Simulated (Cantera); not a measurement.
An isothermal, constant-pressure homogeneous reactor starts with CO : O₂ : H₂O : N₂ = 0.029 : 0.018 : 0.0014 : 1 (molar parts), equivalence ratio 0.81, at 1475 K and 0.316 atm.

Detailed kinetics in Cantera: GRI-Mech 3.0 (53 species, 325 reactions).

Question: Predict: x(CO) at 10.0 s; x(O₂) at 10.0 s; x(H₂O) at 10.0 s; x(NO) at 10.0 s; x(HO₂) at 10.0 s; x(NO₂) at 10.0 s.

Answer: 
```json
{
  "x(CO) at 10.0 s": "5.29e-6 (gas-phase equilibrium 2.90e-6)",
  "x(O₂) at 10.0 s": "0.00337 (gas-phase equilibrium 0.00331)",
  "x(H₂O) at 10.0 s": "0.00135 (gas-phase equilibrium 0.00135)",
  "x(NO) at 10.0 s": "2.85e-5 (gas-phase equilibrium 0.000151)",
  "x(HO₂) at 10.0 s": "1.13e-9 (gas-phase equilibrium 6.30e-10)",
  "x(NO₂) at 10.0 s": "1.59e-8 (gas-phase equilibrium 6.19e-8)"
}
```
